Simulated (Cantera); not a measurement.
Charge: 1 mol Mg(OH)2, 0.0075 mol C, 1.3 mol CO2, held at 1148.15 K and 5.30 bar.

Equilibrium computed with Cantera from the NASA thermochemical tables; the gas is ideal and each condensed phase is pure. Candidate condensed phases: C, C6H6, C7H8, C8H18, H2O, Mg, MgCO3, MgO, Mg(OH)2; 116 gas species. The numbers say what is thermodynamically allowed, not how fast it happens.

Base state: CO2 0.563, H2O 0.431, CO 0.00395, H2 0.00256 (mole fractions); condensed: MgO(s).

Task: What changes in the equilibrium state with this change: temperature from 1148.15 K to 1573 K?

Result: 
| species | before | after |
|---|---|---|
| CO2 | 0.563 | 0.561 |
| H2O | 0.431 | 0.432 |
| CO | 0.00395 | 0.00514 |
| H2 | 0.00256 | 0.00137 |
| MgO(s), mol | 1.00 | 1.00 |
